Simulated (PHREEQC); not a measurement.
# Spent oxide etchant

Make-up at 55 °C: 0.00069 mol/kgw HF, 3.7e-05 mol/kgw (NH4)2SiF6 and 5.5e-05 mol/kgw H2SO4. Closed to the air; pH follows from the charge balance.

Computed with PHREEQC (ion-association model, wateq4f.dat).

No solid was allowed to form.

Problem. What pH, ionic strength does the model give?

Solution. pH 3.35; ionic strength 0.000582 mol/kgw.

Problem. In which forms is S present?

Solution. SO4-2 92 %, HSO4- 7.6 % of the S.

Complexes and solids missing from the database can't appear. At this temperature some constants are extrapolated from 25 °C, and those without enthalpy data are left unchanged. SiF6-2 is the database's only silicon fluoride.
